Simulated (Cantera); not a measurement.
**Catalytic stagnation flow on Pt**

A jet of CH4 : O2 : N2 = 0.04 : 0.15 : 0.79 (molar parts), equivalence ratio 0.53 at 300 K and 0.266 atm hits a platinum plate 8.9 cm away at a mass flux of 0.2 kg/m²/s; the plate temperature is set and raised in steps from an oxygen-covered start.

Cantera simulation using Deutschmann's 1995 Pt surface mechanism with GRI-Mech 3.0 gas chemistry; the numbers are that mechanism's predictions, not measurements. Catalytic surfaces can have several steady states; this one follows from the mechanism file's or the stated starting coverage.

```
plate T (K)  wall x CH4  wall x O2  wall x H2O  wall x OH  wall x CO  wall x CO2  θ free Pt   θ O*    θ OH*
-----------  ----------  ---------  ----------  ---------  ---------  ----------  ---------  -----  -------
850              0.0338      0.138      0.0132      <1e-8    7.64e-6     0.00863     0.0938  0.905  0.00145
900              0.0262      0.122      0.0273    2.44e-8    8.52e-6      0.0180      0.146  0.852  0.00202
950              0.0184      0.105      0.0418    7.45e-8    8.31e-6      0.0276      0.208  0.789  0.00234
1000             0.0126     0.0928      0.0525    2.04e-7    7.69e-6      0.0347      0.275  0.722  0.00239
1050            0.00881     0.0849      0.0592    4.95e-7    7.16e-6      0.0393      0.343  0.655  0.00229
```
x: mole fraction at the wall; θ: surface coverage.
